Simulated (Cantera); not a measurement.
A closed system holds: 1 mol Fe(CO)₅, 0.12 mol O₂, 4.4 mol H₂, at 1102 °C and 390 Torr.

Method: chemical equilibrium by Gibbs-energy minimisation in Cantera with the NASA 1993 tables (ideal gas, pure condensed phases). Candidate condensed phases: C, C₆H₆, C₇H₈, C₈H₁₈, Fe, Fe(CO)₅, FeO, Fe(OH)₂, Fe(OH)₃, Fe₂O₃, Fe₃O₄, H₂O; 114 gas species. Equilibrium is a limit: real reactors are often held back by kinetics, nucleation or transport.

Base state: CO 0.523, H₂ 0.452, H₂O 0.0164, CO₂ 0.00917, CH₄ 1.82e-5 (mole fractions); condensed: Fe(γ).

Q: What changes in the equilibrium state with this change: O₂ from 0.12 to 0.59 mol?

A: 
```
species      before    after
----------  -------  -------
CO            0.523    0.485
H₂            0.452    0.390
H₂O          0.0164   0.0784
CO₂         0.00917   0.0472
CH₄         1.82e-5  2.27e-6
Fe(γ), mol     1.00    1.000
```
